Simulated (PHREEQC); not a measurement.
## Metal-bearing waste water: speciation

Make-up at 80 °C: 2.6 mmol/kgw Al2(SO4)3, 140 mmol/kgw HCl and 170 mmol/kgw NaCl. Closed to the air; pH follows from the charge balance.

All values are PHREEQC results (ion-association model, phreeqc.dat), not measurements.

No solid was allowed to form.

Predict the pH.

pH 0.99.

In which forms is Al present?

Al+3 92 %, AlSO4+ 7.8 % of the Al.

Complexes and solids missing from the database can't appear. At this temperature some constants are extrapolated from 25 °C, and those without enthalpy data are left unchanged.
